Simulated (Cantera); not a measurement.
A closed system holds: 1 mol Si, a varied amount of HF, at 650 K and 3.40 mbar.

Cantera equilibrium calculation (NASA polynomials, part measured and part estimated; ideal gas, pure solids and liquids). Candidate condensed phases: Si; 25 gas species. Equilibrium is a limit: real reactors are often held back by kinetics, nucleation or transport.

Question: Which condensed phases are stable at each of these points (n(HF) (mol)): 1.8, 4.2, 6.7, 9.1, 12, 14, 16?

Answer: 
```json
[
 {"n(HF) (mol)": "1.8", "condensed phases": "Si(s)", "Si condensed (%)": "54.8"},
 {"n(HF) (mol)": "4.2", "condensed phases": "gas only", "Si condensed (%)": "0.0"},
 {"n(HF) (mol)": "6.7", "condensed phases": "gas only", "Si condensed (%)": "0.0"},
 {"n(HF) (mol)": "9.1", "condensed phases": "gas only", "Si condensed (%)": "0.0"},
 {"n(HF) (mol)": "12", "condensed phases": "gas only", "Si condensed (%)": "0.0"},
 {"n(HF) (mol)": "14", "condensed phases": "gas only", "Si condensed (%)": "0.0"},
 {"n(HF) (mol)": "16", "condensed phases": "gas only", "Si condensed (%)": "0.0"}
]
```

At 1.8 mol HF the condensed part is Si(s). From 4.2 mol HF to 16 mol HF nothing is condensed.
